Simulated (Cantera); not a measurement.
Reactions in the system F-H-Pb

Source: NASA polynomial tables (part measured, part estimated), evaluated in Cantera. Values are per mole of reaction as written; species without (g) are pure solids or liquids, kept so even where they would boil at 1 bar.

PbF2 + 2 H(g) = 2 HF(g) + Pb(g)

```tsv
T (K)	ΔH° (kJ)	ΔS° (J/K)	ΔG° (kJ)	log10 K	condensed phases
300	-109.0	180.3	-163.1	28.40	PbF2(s)
923	-147.8	115.9	-254.8	14.42	PbF2(s)
1073	-154.7	108.9	-271.6	13.22	PbF2(s)
1223	-179.0	87.3	-285.7	12.20	PbF2(l)
1373	-189.1	79.5	-298.2	11.35	PbF2(l)
1523	-198.8	72.8	-309.6	10.62	PbF2(l)
1673	-208.3	66.8	-320.1	9.99	PbF2(l)
1823	-217.5	61.5	-329.7	9.45	PbF2(l)
1973	-226.4	56.8	-338.6	8.96	PbF2(l)
```
